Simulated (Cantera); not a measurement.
A perfectly stirred reactor is fed with C2H6 : N2 = 1 : 180 (molar parts), at 46000 Pa; it is held at 1525 K, and followed from long to short residence time.

Computed with Cantera and GRI-Mech 3.0 (53 species, 325 reactions). GRI-Mech 3.0 stops at C3 and has no aromatics, soot or wall deposition, so with more carbon than oxygen in the feed, carbon stays in small species such as C2H2 where larger ones or solid carbon would form.

Question: What does this change do: pressure from 46000 Pa to 1330 Pa?

Answer: 
```json
[
 {"quantity": "x(C2H6) at τ = 12.0 s", "before": "1.21e-6", "after": "2.73e-6"},
 {"quantity": "x(C2H2) at τ = 12.0 s", "before": "0.00493", "after": "0.00525"},
 {"quantity": "x(HCN) at τ = 12.0 s", "before": "1.76e-6", "after": "8.16e-5"},
 {"quantity": "x(CH2) at τ = 12.0 s", "before": "4.53e-9", "after": "3.20e-7"},
 {"quantity": "x(H) at τ = 12.0 s", "before": "4.79e-6", "after": "9.39e-5"},
 {"quantity": "x(C2H6) at τ = 56.0 ms", "before": "7.96e-5", "after": "0.000369"},
 {"quantity": "x(C2H2) at τ = 56.0 ms", "before": "0.00435", "after": "0.00315"},
 {"quantity": "x(HCN) at τ = 56.0 ms", "before": "1.68e-6", "after": "8.06e-6"},
 {"quantity": "x(CH2) at τ = 56.0 ms", "before": "1.56e-7", "after": "3.40e-6"},
 {"quantity": "x(H) at τ = 56.0 ms", "before": "2.42e-5", "after": "0.000163"}
]
```
Radical loss at walls, strong at low pressure, is not modelled.

Question: What does this change do: C2H6 1 to 0.54 parts?

Answer: 
```
quantity                 before    after
----------------------  -------  -------
x(C2H6) at τ = 12.0 s   1.21e-6  7.48e-7
x(C2H2) at τ = 12.0 s   0.00493  0.00267
x(HCN) at τ = 12.0 s    1.76e-6  2.76e-6
x(CH2) at τ = 12.0 s    4.53e-9  4.89e-9
x(H) at τ = 12.0 s      4.79e-6  3.60e-6
x(C2H6) at τ = 56.0 ms  7.96e-5  5.10e-5
x(C2H2) at τ = 56.0 ms  0.00435  0.00232
x(HCN) at τ = 56.0 ms   1.68e-6  2.67e-6
x(CH2) at τ = 56.0 ms   1.56e-7  1.67e-7
x(H) at τ = 56.0 ms     2.42e-5  1.93e-5
```
